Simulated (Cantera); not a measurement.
**Equilibrium for hydrogen reduction and annealing atmospheres: FeS + H2 + N2**

Input: 1 mol FeS, 440 mol H2, 68 mol N2, at 160000 Pa.

These are equilibrium values from Cantera (NASA tables, ideal gas, pure condensed phases), not measurements of a reactor. Candidate condensed phases: Fe, FeS, FeS2, S; 16 gas species. Mutual solubility and eutectic melting of coexisting phases are not modelled. FeS: taken at fixed stoichiometry. The numbers say what is thermodynamically allowed, not how fast it happens.

From 923 K to 1023 K the condensed part is Fe(α) + FeS(s). At 1123 K the condensed part is Fe(α). From 1223 K to 1623 K the condensed part is Fe(γ).

```json
[
 {"T (K)": "923", "x H2": "0.865", "x N2": "0.134", "x H2S": "0.000494", "x NH3": "0.000476", "x H": "1.80e-10", "n Fe(α)": "0.251", "n FeS(s)": "0.749", "n Fe(γ)": "0"},
 {"T (K)": "1023", "x H2": "0.865", "x N2": "0.134", "x H2S": "0.00114", "x NH3": "0.000236", "x H": "3.04e-9", "n Fe(α)": "0.578", "n FeS(s)": "0.422", "n Fe(γ)": "0"},
 {"T (K)": "1123", "x H2": "0.864", "x N2": "0.134", "x H2S": "0.00197", "x NH3": "0.000132", "x H": "3.13e-8", "n Fe(α)": "1.00", "n FeS(s)": "0", "n Fe(γ)": "0"},
 {"T (K)": "1223", "x H2": "0.864", "x N2": "0.134", "x H2S": "0.00197", "x NH3": "8.09e-5", "x H": "2.21e-7", "n Fe(α)": "0", "n FeS(s)": "0", "n Fe(γ)": "1.00"},
 {"T (K)": "1323", "x H2": "0.864", "x N2": "0.134", "x H2S": "0.00197", "x NH3": "5.33e-5", "x H": "1.17e-6", "n Fe(α)": "0", "n FeS(s)": "0", "n Fe(γ)": "1.000"},
 {"T (K)": "1423", "x H2": "0.864", "x N2": "0.134", "x H2S": "0.00196", "x NH3": "3.72e-5", "x H": "4.88e-6", "n Fe(α)": "0", "n FeS(s)": "0", "n Fe(γ)": "1.000"},
 {"T (K)": "1523", "x H2": "0.864", "x N2": "0.134", "x H2S": "0.00196", "x NH3": "2.72e-5", "x H": "1.70e-5", "n Fe(α)": "0", "n FeS(s)": "0", "n Fe(γ)": "1.000"},
 {"T (K)": "1623", "x H2": "0.864", "x N2": "0.134", "x H2S": "0.00195", "x NH3": "2.07e-5", "x H": "5.08e-5", "n Fe(α)": "0", "n FeS(s)": "0", "n Fe(γ)": "0.999"}
]
```
x: gas mole fraction; n: condensed amount in mol.
